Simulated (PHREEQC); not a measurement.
# Copper plating or etch bath (model solution)

Make-up at 25 °C: 0.0028 mol CuCl2, 0.00033 mol HCl and 0.0013 mol FeCl3 per kg of water. Closed to the air; pH follows from the charge balance.

The numbers come from PHREEQC with the ion-association model, phreeqc.dat.

This is a speciation only: nothing precipitates in the calculation.

Q: Estimate the pH.

A: pH 2.88.

Q: In which forms is Fe present?

A: FeOH+2 59 %, Fe+3 19 %, Fe(OH)2+ 10 %, Fe2(OH)2+4 6.7 %, FeCl+2 3.2 %, Fe3(OH)4+5 0.7 % of the Fe.

Examples of supersaturated solids here: Hematite (slow to form), Goethite (slow to form). Others may be too.
